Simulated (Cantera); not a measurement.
Input (Python, Cantera) and output of one run.

```python
import numpy as np
import cantera as ct

gas_names = [...]  # 136 gases of nasa_gas.yaml made of C, H, N, O
cond_names = """
    C(gr) C6H6(L) C7H8(L) C8H18(L),n-octa H2O(s) H2O(L)
""".split()


# ... load() reads the species with a 1 bar reference pressure and builds the phases ...
atoms = {
    'C2H2': {'C': 2, 'H': 2},
    'CO2': {'C': 1, 'O': 2},
    'N2': {'N': 2},
}
top_T = {'C(gr)': 4500}  # K; cautious upper limits of use, not melting points


# ... equilibrate(T, P, feed) seeds the gas with the atoms and calls Mixture.equilibrate('TP', solver="vcs", rtol=1e-11, max_steps=5000) ...
results = []
feed = {'C2H2': 1, 'CO2': 0.038, 'N2': 0.21}  # mol
T = 1925  # K
P = 660  # Pa
mix = equilibrate(T, P, feed)
results.append((T, P, feed, dict(zip(mix.species_names, mix.species_moles))))
print(gas.report(threshold=1e-05))
for i in range(1, mix.n_phases):
    print(f"{mix.phase(i).name:16s} {mix.phase_moles(i):12.5e} mol")
```

Output:

```
       temperature   1925 K
          pressure   660 Pa
           density   0.00032221 kg/m^3
  mean mol. weight   7.8139 kg/kmol
   phase of matter   gas

                          1 kg             1 kmol
                     ---------------   ---------------
          enthalpy        6.0747e+06        4.7467e+07  J
   internal energy        4.0263e+06        3.1461e+07  J
           entropy             31925        2.4946e+05  J/K
    Gibbs function        -5.538e+07       -4.3273e+08  J
 heat capacity c_p            4396.8             34356  J/K
 heat capacity c_v            3332.7             26041  J/K

                      mass frac. Y      mole frac. X     chem. pot. / RT
                     ---------------   ---------------   ---------------
                CO           0.21076          0.058794           -42.333
    C2H2,acetylene          0.001169         0.0003508           -30.015
                 H         0.0013287            0.0103           -12.323
               HCN          0.013155         0.0038036           -31.839
               HNC        0.00064899        0.00018764           -31.839
                H2           0.19766            0.7661           -24.647
                N2           0.57528           0.16046           -33.663
     [ +129 minor]         1.053e-05        4.0015e-06

C(gr)             1.95593e+00 mol
```

Method: chemical equilibrium by Gibbs-energy minimisation in Cantera with the NASA 1993 tables (ideal gas, pure condensed phases).
